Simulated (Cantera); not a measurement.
An isothermal, constant-pressure homogeneous reactor starts with 17.8 % H2, 13.7 % O2, 68.5 % N2, equivalence ratio 0.65, at 1075 K and 0.190 bar.

Detailed kinetics in Cantera: the H2/O2 subset of GRI-Mech 3.0, which has no nitrogen chemistry. The temperature is held fixed by assumption; the heat of reaction is taken as removed at once.

x: mole fraction; the columns are a selection and need not sum to one.

```tsv
t (s)	x H2	x O2	x HO2	x H2O	x OH	x H2O2	x H
0.000100	0.178	0.137	3.37e-9	1.51e-8	9.31e-10	8.50e-12	1.40e-8
0.000305	0.178	0.137	1.15e-6	1.66e-5	8.93e-7	2.28e-9	1.33e-5
0.000932	0.0127	0.0601	1.70e-5	0.167	0.00222	1.79e-6	0.0202
0.00285	(withheld)	0.0530	(withheld)	0.194	(withheld)	1.89e-6	(withheld)
0.00869	(withheld)	0.0527	(withheld)	0.195	(withheld)	(withheld)	(withheld)
0.0265	1.22e-5	0.0526	5.26e-7	0.195	3.68e-5	1.96e-7	2.33e-7
0.0809	1.17e-6	0.0526	7.94e-8	0.195	1.57e-5	4.96e-8	1.36e-8
0.247	1.71e-7	0.0526	1.69e-8	0.195	7.56e-6	1.37e-8	1.35e-9
0.754	4.08e-8	0.0526	4.75e-9	0.195	4.00e-6	4.19e-9	1.96e-10
2.30	1.18e-8	0.0526	1.66e-9	0.195	2.22e-6	1.36e-9	3.34e-11
7.03	3.90e-9	0.0526	9.02e-10	0.195	1.27e-6	4.61e-10	6.50e-12
21.5	1.74e-9	0.0526	8.66e-10	0.195	8.06e-7	1.89e-10	1.88e-12
65.5	1.39e-9	0.0526	9.27e-10	0.195	6.80e-7	1.36e-10	1.27e-12
200	1.38e-9	0.0526	9.30e-10	0.195	6.76e-7	1.35e-10	1.26e-12
```

**Question.** What belongs in the gaps?

**Answer.** 
- 0.00285, x H2: 0.00104
- 0.00285, x HO2: 1.11e-5
- 0.00285, x OH: 0.000370
- 0.00285, x H: 0.000208
- 0.00869, x H2: 0.000117
- 0.00869, x HO2: 3.29e-6
- 0.00869, x OH: 9.79e-5
- 0.00869, x H2O2: 7.21e-7
- 0.00869, x H: 5.36e-6
